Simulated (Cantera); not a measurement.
## Catalytic combustion on Pt

An isothermal plug-flow reactor at 825 K and 285 Torr (inlet), inlet velocity 0.054 m/s, active area per volume 180 1/m; feed 3.19 % H2, 18.7 % O2, 74.0 % N2, 4.03 % H2O, equivalence ratio 0.085.

Model: Deutschmann's 1995 Pt surface mechanism with GRI-Mech 3.0 gas chemistry, integrated in Cantera. Catalytic surfaces can have several steady states; this one follows from the mechanism file's or the stated starting coverage. Mass transfer to the wall is taken as infinitely fast.

```json
[
 {"z (m)": "0.00011", "x H2": "0.00515", "x O2": "0.176", "x H2O": "0.0680", "θ free Pt": "0.0851", "θ O*": "0.911", "θ OH*": "0.00427"},
 {"z (m)": "0.00022", "x H2": "0.00199", "x O2": "0.175", "x H2O": "0.0713", "θ free Pt": "0.0666", "θ O*": "0.930", "θ OH*": "0.00386"},
 {"z (m)": "0.00043", "x H2": "0.000435", "x O2": "0.174", "x H2O": "0.0729", "θ free Pt": "0.0592", "θ O*": "0.937", "θ OH*": "0.00368"},
 {"z (m)": "0.00082", "x H2": "3.07e-5", "x O2": "0.174", "x H2O": "0.0733", "θ free Pt": "0.0574", "θ O*": "0.939", "θ OH*": "0.00364"},
 {"z (m)": "0.0016", "x H2": "1.61e-7", "x O2": "0.174", "x H2O": "0.0733", "θ free Pt": "0.0573", "θ O*": "0.939", "θ OH*": "0.00363"},
 {"z (m)": "0.0031", "x H2": "7.44e-12", "x O2": "0.174", "x H2O": "0.0733", "θ free Pt": "0.0573", "θ O*": "0.939", "θ OH*": "0.00363"},
 {"z (m)": "0.0059", "x H2": "<1e-12", "x O2": "0.174", "x H2O": "0.0733", "θ free Pt": "0.0573", "θ O*": "0.939", "θ OH*": "0.00363"},
 {"z (m)": "0.011", "x H2": "<1e-12", "x O2": "0.174", "x H2O": "0.0733", "θ free Pt": "0.0573", "θ O*": "0.939", "θ OH*": "0.00363"}
]
```
x: gas mole fraction; θ: surface coverage.
